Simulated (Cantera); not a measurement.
What does this Cantera script print?

```python
import numpy as np
import cantera as ct

gas = ct.Solution("gri30.yaml")
gas.TPX = 1300, 1333, {'H2': 0.021, 'O2': 1, 'N2': 2.9}
reactor = ct.IdealGasConstPressureReactor(gas, energy="off", clone=False)
net = ct.ReactorNet([reactor])
net.rtol, net.atol = 1e-08, 1e-18
show = ['H2', 'O2', 'OH', 'H2O', 'HO2', 'H2O2']
times = np.geomspace(0.0008, 100, 11)

steps = ct.SolutionArray(gas, extra=["t"])
rows = []
print(f"{'t/s':>10s}{'T/K':>9s}{'P/Pa':>11s}" + "".join(f"{s:>11s}" for s in show))
for t in times:
    while net.time < t:
        t_next = net.step()
        steps.append(gas.state, t=t_next)
    rows.append([np.interp(t, steps.t, y) for y in (steps.T, steps.P, *steps(*show).X.T)])
    print(f"{t:10.3e}{rows[-1][0]:9.1f}{rows[-1][1]:11.4g}" + "".join(f"{x:11.3e}" for x in rows[-1][2:]))
rate = np.gradient(steps.T, steps.t)
print("integrator steps:", len(steps.t))
if steps.T.max() > steps.T[0] + 200:
    print(f"time of steepest temperature rise: {steps.t[rate.argmax()]:.4e} s")
gas.TPX = 1300, 1333, {'H2': 0.021, 'O2': 1, 'N2': 2.9}
gas.equilibrate("TP")
print(f"equilibrium (TP): T = {gas.T:.1f} K  " + "  ".join(f"{s} {gas[s].X[0]:.3e}" for s in show))
```

Result:

```
       t/s      T/K       P/Pa         H2         O2         OH        H2O        HO2       H2O2
 8.000e-04   1300.0       1333  5.356e-03  2.550e-01  6.156e-09  3.702e-09  5.746e-09  2.083e-12
 2.587e-03   1300.0       1333  5.356e-03  2.550e-01  8.442e-08  1.133e-07  1.868e-08  1.865e-11
 8.365e-03   1300.0       1333  5.153e-03  2.549e-01  9.050e-05  1.455e-04  2.188e-07  4.852e-10
 2.705e-02   1300.0       1333  4.286e-05  2.502e-01  5.387e-04  4.869e-03  2.944e-07  7.026e-09
 8.747e-02   1300.0       1333  3.793e-05  2.505e-01  5.093e-04  4.917e-03  2.809e-07  6.819e-09
 2.828e-01   1300.0       1333  2.793e-05  2.512e-01  4.375e-04  5.023e-03  2.455e-07  6.349e-09
 9.146e-01   1300.0       1333  1.274e-05  2.522e-01  2.961e-04  5.178e-03  1.676e-07  4.894e-09
 2.958e+00   1300.0       1333  2.945e-06  2.528e-01  1.427e-04  5.292e-03  7.155e-08  2.341e-09
 9.564e+00   1300.0       1333  4.473e-07  2.530e-01  5.575e-05  5.341e-03  1.875e-08  6.136e-10
 3.092e+01   1300.0       1333  6.956e-08  2.530e-01  2.203e-05  5.359e-03  4.790e-09  1.235e-10
 1.000e+02   1300.0       1333  1.514e-08  2.530e-01  1.029e-05  5.365e-03  3.086e-09  3.028e-11
integrator steps: 1502
equilibrium (TP): T = 1300.0 K  H2 8.076e-09  O2 2.528e-01  OH 7.520e-06  H2O 5.366e-03  HO2 3.388e-09  H2O2 1.709e-11
```

Model: GRI-Mech 3.0 (53 species, 325 reactions), integrated in Cantera. Radical loss at walls, strong at low pressure, is not modelled.
